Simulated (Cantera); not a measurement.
# Equilibrium for carbothermic reduction: SiO2 + CH4 + CO

A closed system holds: 1 mol SiO2, 0.33 mol CH4, 0.01 mol CO, equilibrated at 1175 °C.

Cantera equilibrium calculation (NASA polynomials, part measured and part estimated; ideal gas, pure solids and liquids). Candidate condensed phases: C, C6H6, C7H8, C8H18, H2O, Si, SiC, SiO2; 123 gas species. Mutual solubility and eutectic melting of coexisting phases are not modelled. The tables hold silica as quartz up to 1696 K and as liquid above; real silica turns to tridymite and cristobalite and melts near 1996 K. Kinetics and transport are ignored.

| P (Pa) | log p H2 | log p CO | log p SiO | log p CH4 | n SiO2(β-quartz) | n SiC(s) | n C(graphite) |
|---|---|---|---|---|---|---|---|
| 10 | -4.30 | -4.59 | -4.61 | -13.44 | 0.670 | 0 | 0 |
| 42 | -3.61 | -3.97 | -4.18 | -11.00 | 0.770 | 0.0502 | 0 |
| 180 | -2.89 | -3.33 | -4.39 | -9.13 | 0.876 | 0.103 | 0 |
| 750 | -2.26 | -2.71 | -4.59 | -7.45 | 0.888 | 0.109 | 0 |
| 3200 | -1.63 | -2.08 | -4.80 | -5.77 | 0.890 | 0.110 | 0 |
| 13000 | -0.92 | -2.02 | -4.83 | -4.32 | 0.979 | 0.0212 | 0.266 |
| 56000 | -0.26 | -2.02 | -4.83 | -3.00 | 0.999 | 0.000720 | 0.327 |
| 240000 | 0.37 | -1.45 | -5.40 | -1.74 | 1.000 | 0 | 0.325 |
| 1000000 | 0.98 | -0.82 | -6.02 | -0.52 | 1.00 | 0 | 0.310 |
log p: log10 of the partial pressure in bar; n: condensed amount in mol.

At 0.000100 bar the condensed part is SiO2(β-quartz). From 0.000420 bar to 0.0320 bar the condensed part is SiC(s) + SiO2(β-quartz). From 0.130 bar to 0.560 bar the condensed part is C(graphite) + SiC(s) + SiO2(β-quartz). From 2.40 bar to 10.0 bar the condensed part is C(graphite) + SiO2(β-quartz). The main Si-bearing gas is SiO throughout.
